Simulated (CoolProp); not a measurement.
Computed with CoolProp (reference Helmholtz-energy equation of state, Span 1996).

Give the vapour pressure (MPa), vapour density (kg/m³), enthalpy of vaporisation (kJ/kg), liquid viscosity (µPa s) of saturated carbon dioxide at 252.5, 263.3, 279.6 K.


| T (K) | p (MPa) | vapour density (kg/m³) | enthalpy of vaporisation (kJ/kg) | liquid viscosity (µPa s) |
|---|---|---|---|---|
| 252.5 | 1.93 | 50.6 | 284 | 141 |
| 263.3 | 2.66 | 71.5 | 258 | 119 |
| 279.6 | 4.12 | 120 | 210 | 89.4 |

Viscosity comes from a separate model (Laesecke 2017).
